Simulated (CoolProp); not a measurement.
The numbers come from the reference Helmholtz-energy equation of state, Wagner 2002 in CoolProp.

Problem. For water, give the phase and the Joule-Thomson coefficient (K/MPa), isothermal compressibility (1/MPa) at 424.8 K and 7.35 MPa.

Solution. 
- 424.8 K and 7.35 MPa: liquid; Joule-Thomson coefficient -0.145, isothermal compressibility 0.000606
